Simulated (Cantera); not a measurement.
A closed system holds: 1 mol MgO, 0.72 mol C, 3.3 mol H2, held at 470000 Pa.

These are equilibrium values from Cantera (NASA tables, ideal gas, pure condensed phases), not measurements of a reactor. Candidate condensed phases: C, C6H6, C7H8, C8H18, H2O, Mg, MgCO3, MgO, Mg(OH)2; 116 gas species. Equilibrium is a limit: real reactors are often held back by kinetics, nucleation or transport.

Question: What share of the Mg ends up in condensed phases as a function of T (K), at 1873, 1973, 2073, 2173, 2273, 2373, 2473?

Answer: 
```csv
T (K),Mg condensed (%),as
1873,92.3,MgO(s)
1973,77.3,MgO(s)
2073,30.9,MgO(s)
2173,28.0,MgO(s)
2273,27.8,MgO(s)
2373,27.3,MgO(s)
2473,26.1,MgO(s)
```
